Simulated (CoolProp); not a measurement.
The numbers come from the reference Helmholtz-energy equation of state, Thol 2018 in CoolProp.

Q: For hydrogen chloride, give the phase and the cv (kJ/(kg K)), Joule-Thomson coefficient (K/MPa) at 151.35 °C and 742 kPa; 248.75 °C and 742 kPa.

A: 
- 151.35 °C and 742 kPa: gas; cv 0.577, Joule-Thomson coefficient 7.44
- 248.75 °C and 742 kPa: gas; cv 0.578, Joule-Thomson coefficient 5.17
